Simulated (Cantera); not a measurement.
SO2 + H2 + N2 (abatement and gas-phase synthesis)

Feed: 1 mol SO2, 0.25 mol H2, 31 mol N2, equilibrated at 1723.15 K and 6230 Torr.

Equilibrium computed with Cantera from the NASA thermochemical tables; the gas is ideal and each condensed phase is pure. Candidate condensed phases: H2O, H2SO4, S; 35 gas species. Kinetics and transport are ignored.

- x(N2) = 0.963
- x(SO2) = 0.0271
- x(H2O) = 0.00719
- x(S2) = 0.00152
- x(SO) = 0.000579
- x(H2) = 0.000486
- x(S2O) = 0.000103
- x(H2S) = 7.73e-5
- x(SH) = 3.00e-5
- gas amount = 32.19 mol
- log10 activity of S(l) (absent) = -2.36
